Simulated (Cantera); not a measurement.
Input (Python, Cantera):

```python
import numpy as np
import cantera as ct

gas = ct.Solution("gri30.yaml")


def delay(T, t_max=10):
    gas.TPX = T, 96000, {'C2H4': 1, 'O2': 2.31, 'N2': 13.6, 'H2O': 0.43}
    reactor = ct.IdealGasConstPressureReactor(gas, clone=False)
    net = ct.ReactorNet([reactor])
    net.rtol, net.atol = 1e-8, 1e-16
    while net.time < t_max:
        t_old, T_old = net.time, reactor.T
        net.step()
        if reactor.T > T + 400:  # ignition: a rise of 400 K
            return t_old + (T + 400 - T_old) / (reactor.T - T_old) * (net.time - t_old)
    return np.nan


taus = []
for T in [1425, 1500, 1575, 1650, 1725]:
    taus.append(delay(T))
    print(f"T0 = {T:6g} K   tau = {taus[-1]:.4e} s")

# d ln(tau) / d ln(k), from doubling and halving each rate constant
T, sens = 1650, []
for i in range(gas.n_reactions):
    gas.set_multiplier(2.0, i)
    up = delay(T)
    gas.set_multiplier(0.5, i)
    down = delay(T)
    gas.set_multiplier(1.0, i)
    sens.append((np.log(up / down) / np.log(4.0), gas.reaction(i).equation))
sens.sort(key=lambda x: -abs(x[0]))
print(f"sensitivities at {T} K")
for s, eq in sens[:10]:
    print(f"{s:8.3f}  {eq}")
```

Output:

```
T0 =   1425 K   tau = 5.6294e-05 s
T0 =   1500 K   tau = 4.0219e-05 s
T0 =   1575 K   tau = 3.0369e-05 s
T0 =   1650 K   tau = 2.3801e-05 s
T0 =   1725 K   tau = 1.9151e-05 s
sensitivities at 1650 K
  -0.427  C2H3 + O2 <=> CH2CHO + O
  -0.368  H + O2 <=> O + OH
  -0.270  C2H4 + O <=> CH2CHO + H
   0.199  C2H4 + O <=> CH3 + HCO
   0.170  C2H3 + O2 <=> CH2O + HCO
  -0.137  C2H4 + OH <=> C2H3 + H2O
  -0.135  HCO + M <=> CO + H + M
   0.126  HCO + O2 <=> CO + HO2
  -0.058  C2H3 + H (+M) <=> C2H4 (+M)
  -0.057  C2H4 + H <=> C2H3 + H2
```

Computed with Cantera and GRI-Mech 3.0 (53 species, 325 reactions). GRI-Mech 3.0 was tuned for natural gas; its chemistry of ethylene as a main component is partial and can be far from experiment. Where the delays flatten at high temperature, the 400 K rule measures the pace of heat release, not the induction time.
